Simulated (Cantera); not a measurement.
# Thermodynamics of oxide etching and cleaning by halides, feed B2O3 + F2 + H2

A closed system holds: 1 mol B2O3, 4.1 mol F2, 39 mol H2, equilibrated at 1.30 mbar.

Method: chemical equilibrium by Gibbs-energy minimisation in Cantera with the NASA 1993 tables (ideal gas, pure condensed phases). Candidate condensed phases: B, B2O3, B3O3H3, H2O; 43 gas species. Equilibrium is a limit: real reactors are often held back by kinetics, nucleation or transport.

From 1323 K to 1773 K nothing is condensed. The main B-bearing gas is BOF throughout.

```json
[
 {"T (K)": "1323", "x H2": "0.795", "x HF": "0.135", "x BOF": "0.0391", "x H2O": "0.0247"},
 {"T (K)": "1373", "x H2": "0.793", "x HF": "0.139", "x BOF": "0.0410", "x H2O": "0.0229"},
 {"T (K)": "1423", "x H2": "0.792", "x HF": "0.140", "x BOF": "0.0420", "x H2O": "0.0218"},
 {"T (K)": "1473", "x H2": "0.792", "x HF": "0.142", "x BOF": "0.0425", "x H2O": "0.0212"},
 {"T (K)": "1523", "x H2": "0.791", "x HF": "0.142", "x BOF": "0.0427", "x H2O": "0.0209"},
 {"T (K)": "1573", "x H2": "0.791", "x HF": "0.142", "x BOF": "0.0428", "x H2O": "0.0207"},
 {"T (K)": "1623", "x H2": "0.790", "x HF": "0.143", "x BOF": "0.0428", "x H2O": "0.0205"},
 {"T (K)": "1673", "x H2": "0.789", "x HF": "0.143", "x BOF": "0.0428", "x H2O": "0.0205"},
 {"T (K)": "1723", "x H2": "0.787", "x HF": "0.143", "x BOF": "0.0427", "x H2O": "0.0204"},
 {"T (K)": "1773", "x H2": "0.785", "x HF": "0.143", "x BOF": "0.0426", "x H2O": "0.0203"}
]
```
x: gas mole fraction; nothing condenses.
